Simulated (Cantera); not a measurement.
## Equilibrium for boron, boron nitride and boron oxide: B2H6 + H2O + N2

Feed: 1 mol B2H6, 15 mol H2O, 1.2 mol N2, held at 2200 K.

Equilibrium computed with Cantera from the NASA thermochemical tables; the gas is ideal and each condensed phase is pure. Candidate condensed phases: B, BN, B2O3, B3O3H3, H2O; 39 gas species. The feed counts by its element totals alone. Rates play no part.

From 10.0 Pa to 1.00 bar nothing is condensed. The main B-bearing gas is HBO2 throughout.

```
P (Pa)  x H2O   x H2      x H  x HBO2    x N2      x OH       x O      x O2     x BO2
------  -----  -----  -------  ------  ------  --------  --------  --------  --------
10      0.289  0.215    0.261  0.0553  0.0453    0.0490    0.0415    0.0236    0.0113
28      0.393  0.239    0.164  0.0697  0.0508    0.0378    0.0182    0.0126   0.00807
77      0.460  0.255    0.102  0.0792  0.0543    0.0258   0.00724   0.00553   0.00535
220     0.500  0.268   0.0621  0.0852  0.0565    0.0162   0.00262   0.00206   0.00332
600     0.520  0.278   0.0383  0.0887  0.0577    0.0100  0.000964  0.000762   0.00206
1700    0.532  0.285   0.0230  0.0908  0.0584   0.00601  0.000339  0.000267   0.00124
4600    0.538  0.289   0.0141  0.0921  0.0588   0.00367  0.000125   9.81e-5  0.000756
13000   0.542  0.292  0.00844  0.0928  0.0590   0.00219   4.41e-5   3.45e-5  0.000451
36000   0.544  0.294  0.00509  0.0933  0.0592   0.00132   1.59e-5   1.24e-5  0.000271
100000  0.545  0.295  0.00306  0.0936  0.0593  0.000790   5.71e-6   4.45e-6  0.000163
```
x: gas mole fraction; nothing condenses.
